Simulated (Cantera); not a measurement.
A closed system holds: 1 mol SO2, 0.68 mol H2, 0.051 mol O2, at 848 K and 18.0 Pa.

Method: chemical equilibrium by Gibbs-energy minimisation in Cantera with the NASA 1993 tables (ideal gas, pure condensed phases). Gases not in the tables: S3 to S7. Kinetics and transport are ignored.

```tsv
species	before	after
SO2	0.468	0.470
H2O	0.434	0.432
S2	0.0872	0.0855
H2S	0.00792	0.0107
H2	0.00213	0.000881
SO	1.54e-5	3.01e-6
S2O	0.000806	0.000839
```
Gas species are given as mole fractions.

Q: What was changed between the two runs?
A. temperature from 848 K to 775 K
B. H2 from 0.68 to 0.28 mol
C. SO2 replaced by H2S
D. temperature from 848 K to 2075 K

A: A, temperature from 848 K to 775 K
